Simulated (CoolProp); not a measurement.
Properties of R22 along the isobar 3.25 bar (Tc = 369.3 K, pc = 49.90 bar, ω = 0.221).

Computed with CoolProp (reference Helmholtz-energy equation of state, Kamei 1995).

```csv
T (K),phase,density (kg/m³),speed of sound (m/s)
245.5,liquid,1370,790.2
266.7,gas,13.67,165.7
287.9,gas,12.42,173.7
309.1,gas,11.42,180.9
330.4,gas,10.59,187.6
351.6,gas,9.880,194.0
372.8,gas,9.270,199.9
394,gas,8.737,205.7
415.2,gas,8.265,211.2
436.4,gas,7.843,216.5
457.6,gas,7.465,221.7
478.8,gas,7.122,226.7
500,gas,6.811,231.6
```
